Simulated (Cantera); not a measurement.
Charge: 1 mol Si₂H₆, 7.2 mol O₃, at 1723 K and 22.0 mbar.

These are equilibrium values from Cantera (NASA tables, ideal gas, pure condensed phases), not measurements of a reactor. Candidate condensed phases: H₂O, Si, SiO₂; 18 gas species. The feed counts by its element totals alone. The tables hold silica as quartz up to 1696 K and as liquid above; real silica turns to tridymite and cristobalite and melts near 1996 K. Equilibrium is a limit: real reactors are often held back by kinetics, nucleation or transport.

Base state: O₂ 0.707, H₂O 0.290, OH 0.00254, O 0.000322, H₂ 5.91e-5 (mole fractions); condensed: SiO₂(condensed).

Q: What changes in the equilibrium state with this change: pressure from 22.0 mbar to 2.40 mbar?

A: 
```csv
species,before,after
O₂,0.707,0.706
H₂O,0.290,0.288
OH,0.00254,0.00441
H,9.45e-6,4.97e-5
O,0.000322,0.000975
H₂,5.91e-5,0.000178
"SiO₂(condensed), mol",2.00,2.00
```
